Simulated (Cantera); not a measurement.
What does this Cantera script print?

```python
import numpy as np
import cantera as ct

gas = ct.Solution("gri30.yaml")
gas.TPX = 1325, 101325, {'CH4': 0.0061, 'O2': 0.008, 'N2': 1}
reactor = ct.IdealGasConstPressureReactor(gas, energy="off", clone=False)
net = ct.ReactorNet([reactor])
net.rtol, net.atol = 1e-08, 1e-18
show = ['CH4', 'O2', 'H2', 'NO', 'CH2', 'N2O', 'CH2O']
times = np.geomspace(1e-05, 200, 14)

steps = ct.SolutionArray(gas, extra=["t"])
rows = []
print(f"{'t/s':>10s}{'T/K':>9s}{'P/Pa':>11s}" + "".join(f"{s:>11s}" for s in show))
for t in times:
    while net.time < t:
        t_next = net.step()
        steps.append(gas.state, t=t_next)
    rows.append([np.interp(t, steps.t, y) for y in (steps.T, steps.P, *steps(*show).X.T)])
    print(f"{t:10.3e}{rows[-1][0]:9.1f}{rows[-1][1]:11.4g}" + "".join(f"{x:11.3e}" for x in rows[-1][2:]))
rate = np.gradient(steps.T, steps.t)
print("integrator steps:", len(steps.t))
if steps.T.max() > steps.T[0] + 200:
    print(f"time of steepest temperature rise: {steps.t[rate.argmax()]:.4e} s")
gas.TPX = 1325, 101325, {'CH4': 0.0061, 'O2': 0.008, 'N2': 1}
gas.equilibrate("TP")
print(f"equilibrium (TP): T = {gas.T:.1f} K  " + "  ".join(f"{s} {gas[s].X[0]:.3e}" for s in show))
```

Output:

```
       t/s      T/K       P/Pa        CH4         O2         H2         NO        CH2        N2O       CH2O
 1.000e-05   1325.0  1.013e+05  6.015e-03  7.889e-03  6.868e-11  2.733e-20  3.361e-18  5.056e-16  2.517e-13
 3.644e-05   1325.0  1.013e+05  6.015e-03  7.889e-03  5.115e-10  6.181e-19  7.017e-17  3.204e-15  4.150e-12
 1.328e-04   1325.0  1.013e+05  6.015e-03  7.889e-03  2.425e-09  4.992e-18  4.274e-16  2.269e-14  6.803e-11
 4.840e-04   1325.0  1.013e+05  6.015e-03  7.889e-03  9.919e-09  2.414e-17  2.641e-15  1.922e-13  1.017e-09
 1.764e-03   1325.0  1.013e+05  6.015e-03  7.889e-03  4.330e-08  1.284e-16  2.608e-14  1.801e-12  1.564e-08
 6.428e-03   1325.0  1.013e+05  6.014e-03  7.888e-03  2.294e-07  9.930e-16  3.731e-13  1.221e-11  2.575e-07
 2.343e-02   1325.0  1.013e+05  6.007e-03  7.885e-03  1.576e-06  9.421e-15  2.544e-12  5.133e-11  3.040e-06
 8.537e-02   1325.0  1.013e+05  5.952e-03  7.856e-03  1.607e-05  8.947e-14  1.252e-11  3.098e-10  1.945e-05
 3.111e-01   1325.0  1.013e+05  5.007e-03  7.303e-03  4.617e-04  8.767e-12  4.099e-10  3.526e-09  4.741e-05
 1.134e+00   1325.0  1.013e+05  7.669e-05  5.813e-06  3.354e-03  1.539e-07  2.599e-11  2.556e-10  4.910e-09
 4.132e+00   1325.0  1.013e+05  7.701e-05  7.141e-07  3.528e-03  1.405e-07  2.293e-12  1.180e-11  1.141e-09
 1.506e+01   1325.0  1.013e+05  7.733e-05  1.363e-08  3.789e-03  1.174e-07  1.116e-12  4.722e-12  7.031e-10
 5.488e+01   1325.0  1.013e+05  7.805e-05  5.938e-14  4.273e-03  6.046e-08  9.552e-13  1.315e-12  6.143e-10
 2.000e+02   1325.0  1.013e+05  7.969e-05  4.059e-14  4.574e-03  5.956e-09  8.460e-13  3.886e-14  5.584e-10
integrator steps: 2402
equilibrium (TP): T = 1325.0 K  CH4 2.671e-12  O2 3.802e-14  H2 4.884e-03  NO 2.217e-10  CH2 1.846e-20  N2O 1.633e-14  CH2O 7.731e-12
```

Cantera simulation using GRI-Mech 3.0 (53 species, 325 reactions); the numbers are that mechanism's predictions, not measurements.
